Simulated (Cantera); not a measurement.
Input (Python, Cantera) and output of one run.

```python
import numpy as np
import cantera as ct

gas_names = [...]  # 113 gases of nasa_gas.yaml made of C, H, O, Ta
cond_names = """
    C(gr) C6H6(L) C7H8(L) C8H18(L),n-octa H2O(s) H2O(L) Ta(cr) Ta(L) TaC(s) TaC(L) Ta2O5(s) Ta2O5(L)
""".split()


# ... load() reads the species with a 1 bar reference pressure and builds the phases ...
atoms = {
    'Ta2O5': {'Ta': 2, 'O': 5},
    'CH4': {'C': 1, 'H': 4},
    'H2': {'H': 2},
}
top_T = {'C(gr)': 4500}  # K; cautious upper limits of use, not melting points


# ... equilibrate(T, P, feed) seeds the gas with the atoms and calls Mixture.equilibrate('TP', solver="vcs", rtol=1e-11, max_steps=5000) ...
results = []
feed = {'Ta2O5': 1, 'CH4': 0.7, 'H2': 3.4}  # mol
P = 11000  # Pa
for T in [1798, 1848, 1898, 1948, 1998, 2048, 2098, 2148]:
    mix = equilibrate(T, P, feed)
    results.append((T, P, feed, dict(zip(mix.species_names, mix.species_moles))))

top = {s: max(r[3][s] / sum(r[3][g] for g in gas_names) for r in results) for s in gas_names}
cols = sorted((s for s in top if top[s] > 1e-05), key=lambda s: -top[s])[:5]
seen = [c for c in cond_names if any(r[3].get(c, 0) > 1e-12 for r in results)]
print("log10 of partial pressures in bar; condensed amounts in mol")
print(f"{'T/K':>10s}" + "".join(f"{s[:9]:>10s}" for s in cols + seen))
for T, P, feed, n in results:
    ng = sum(n[g] for g in gas_names)
    print(f"{T:10.4g}" + "".join(f"{np.log10(max(n[s] / ng * P / 1e5, 1e-99)):10.3f}" for s in cols)
          + "".join(f"{n.get(c, 0):10.4g}" for c in seen))
```

Result:

```
log10 of partial pressures in bar; condensed amounts in mol
       T/K        H2        CO         H       H2O      TaO2    Ta(cr)    TaC(s)  Ta2O5(s)  Ta2O5(L)
      1798    -1.003    -1.987    -3.955    -3.680    -7.929         0     0.203    0.8985         0
      1848    -1.003    -1.987    -3.777    -3.659    -7.423         0    0.2031    0.8985         0
      1898    -1.003    -1.987    -3.609    -3.640    -6.945         0    0.2032    0.8984         0
      1948    -1.004    -1.988    -3.449    -3.622    -6.492         0    0.2034    0.8983         0
      1998    -1.005    -1.988    -3.297    -3.605    -6.064         0    0.2035    0.8982         0
      2048    -1.005    -1.988    -3.153    -3.590    -5.657         0    0.2036    0.8981         0
      2098    -1.008    -1.972    -3.016    -3.581    -5.298   0.03121    0.1814         0    0.8936
      2148    -1.025    -1.857    -2.892    -3.528    -4.993     0.286         0         0    0.8567
```

These are equilibrium values from Cantera (NASA tables, ideal gas, pure condensed phases), not measurements of a reactor. Mutual solubility and eutectic melting of coexisting phases are not modelled. TaC: taken at fixed stoichiometry. Condensed phases not in the tables: Ta2C, N, O or C dissolved in the metal.
